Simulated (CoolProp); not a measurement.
Saturation properties of nitrogen (Tc = 126.2 K, pc = 3396 kPa, ω = 0.037).

Computed with CoolProp (reference Helmholtz-energy equation of state, Span 2000).

```tsv
T (K)	p (kPa)	enthalpy of vaporisation (kJ/kg)	vapour viscosity (µPa s)
93.2	469.5	?	?
95.4	557.3	170.6	6.97
97.6	656.4	166.2	7.19
99.8	767.5	161.4	7.41
102	891.7	156.4	7.64
104.2	1030	150.9	7.89
106.4	1182	145.0	8.15
108.6	1350	?	8.43
110.8	1535	131.7	8.74
113	1737	?	9.09
115.2	1958	115.5	9.48
117.4	2199	105.7	?
119.6	2461	94.35	10.5
```

Question: Fill in the missing entries.

Answer: 
- 93.2, enthalpy of vaporisation (kJ/kg): 174.8
- 93.2, vapour viscosity (µPa s): 6.77
- 108.6, enthalpy of vaporisation (kJ/kg): 138.7
- 113, enthalpy of vaporisation (kJ/kg): 124.0
- 117.4, vapour viscosity (µPa s): 9.94

It boils at 77.4 K under 1 atm.

Viscosity comes from a separate model (Lemmon 2004).
